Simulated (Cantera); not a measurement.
Input: 1 mol Si, 3 mol SF6, 22 mol N2, held at 0.133 bar.

Equilibrium computed with Cantera from the NASA thermochemical tables; the gas is ideal and each condensed phase is pure. Candidate condensed phases: S, Si, Si3N4; 29 gas species. The tables' values for SF3, SF5 are old estimates; treat these amounts as uncertain. Rates play no part.

Question: At 1373 K, list the 5 most abundant gas species with their mole fractions, and the condensed phases.

Answer: N2 0.842, SF4 0.0777, SiF4 0.0383, SF6 0.0362, F 0.00486. Condensed: gas only.
